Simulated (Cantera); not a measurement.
Charge: 1 mol Si2H6, 5.1 mol O3, 9.9 mol N2, at 1675 K and 1.00 bar.

Cantera equilibrium calculation (NASA polynomials, part measured and part estimated; ideal gas, pure solids and liquids). Candidate condensed phases: H2O, Si, SiO2, Si2N2O, Si3N4; 35 gas species. The feed counts by its element totals alone. The tables hold silica as quartz up to 1696 K and as liquid above; real silica turns to tridymite and cristobalite and melts near 1996 K. Gases not in the tables: Si(OH)4. Kinetics and transport are ignored.

Base state: N2 0.579, O2 0.242, H2O 0.176, NO 0.00242, OH 0.000421, O 1.68e-5 (mole fractions); condensed: SiO2(β-quartz).

Task: What changes in the equilibrium state with this change: temperature from 1675 K to 1300 K?

Result: 
| species | before | after |
|---|---|---|
| N2 | 0.579 | 0.580 |
| O2 | 0.242 | 0.243 |
| H2O | 0.176 | 0.176 |
| NO | 0.00242 | 0.000366 |
| O | 1.68e-5 | 8.72e-8 |
| OH | 0.000421 | 1.44e-5 |
| SiO2(β-quartz), mol | 2.00 | 2.00 |
